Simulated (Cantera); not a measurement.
A Cantera script and its output.

```python
import numpy as np
import cantera as ct

gas = ct.Solution("gri30.yaml")
gas.TPX = 548, 13332, {'CO': 1, 'H2': 0.84, 'CH4': 0.6, 'O2': 3.21, 'N2': 10.9, 'CO2': 2.7}
flame = ct.FreeFlame(gas, width=0.16)
flame.set_refine_criteria(ratio=3, slope=0.08, curve=0.16)
flame.transport_model = "unity-Lewis-number"
flame.solve(loglevel=0, auto=True)
z, T = flame.grid, flame.T
thick = (T[-1] - T[0]) / np.gradient(T, z).max()
show = ['CO', 'H2', 'CH4', 'CH2', 'CH2O', 'H2O']
print(f"laminar burning velocity  {flame.velocity[0] * 100:.3f} cm/s")
print(f"burnt temperature         {T[-1]:.1f} K")
print(f"thermal thickness         {thick * 1e3:.4f} mm")
print(f"grid points               {len(z)}")
z0 = z[flame.heat_release_rate.argmax()]
print(f"{'z/mm':>9s}{'T/K':>9s}{'u/(m/s)':>9s}" + "".join(f"{s:>11s}" for s in show))
rows = []
for k in (-3, -2, -1.5, -1, -0.5, -0.25, 0, 0.25, 0.5, 1, 2, 4, 8):
    zz = z0 + k * thick
    rows.append([k * thick, np.interp(zz, z, T), np.interp(zz, z, flame.velocity),
                 *(np.interp(zz, z, flame.X[gas.species_index(s)]) for s in show)])
    print(f"{rows[-1][0] * 1e3:9.3f}{rows[-1][1]:9.1f}{rows[-1][2]:9.3f}" + "".join(f"{x:11.3e}" for x in rows[-1][3:]))
```

It prints:

```
laminar burning velocity  89.320 cm/s
burnt temperature         1849.6 K
thermal thickness         3.2746 mm
grid points               135
     z/mm      T/K  u/(m/s)         CO         H2        CH4        CH2       CH2O        H2O
   -9.824    548.0    0.893  5.195e-02  4.364e-02  3.117e-02  1.003e-20  2.598e-08  3.401e-06
   -6.549    548.4    0.894  5.195e-02  4.363e-02  3.116e-02  9.663e-18  2.786e-07  3.651e-05
   -4.912    549.6    0.896  5.196e-02  4.359e-02  3.111e-02  6.204e-16  1.199e-06  1.578e-04
   -3.275    559.4    0.912  5.202e-02  4.333e-02  3.076e-02  4.484e-13  8.235e-06  1.114e-03
   -1.637    668.4    1.088  5.271e-02  4.031e-02  2.674e-02  5.997e-09  7.177e-05  1.204e-02
   -0.819    887.1    1.441  5.434e-02  3.367e-02  1.790e-02  3.005e-07  1.721e-04  3.567e-02
    0.000   1189.8    1.932  5.488e-02  1.989e-02  4.353e-03  1.934e-06  1.729e-04  7.306e-02
    0.819   1328.5    2.151  4.716e-02  8.090e-03  2.299e-04  1.925e-07  1.601e-05  9.037e-02
    1.637   1387.8    2.238  3.975e-02  5.672e-03  7.412e-06  7.996e-09  6.159e-07  9.317e-02
    3.275   1464.1    2.347  3.216e-02  5.241e-03  1.525e-08  2.628e-11  1.552e-09  9.491e-02
    6.549   1551.2    2.470  2.665e-02  4.381e-03  1.736e-13  5.289e-16  6.003e-12  9.817e-02
   13.098   1636.0    2.587  2.142e-02  3.189e-03  7.012e-19  8.392e-19  2.627e-12  1.017e-01
   26.197   1709.5    2.688  1.569e-02  2.135e-03  8.828e-20  1.239e-19  1.190e-12  1.046e-01
```

Model: GRI-Mech 3.0 (53 species, 325 reactions), integrated in Cantera. Unity Lewis numbers drop preferential diffusion, which matters most where H2 and H carry the flame. Burning velocities carry a grid error of a few per cent, more on coarse grids.
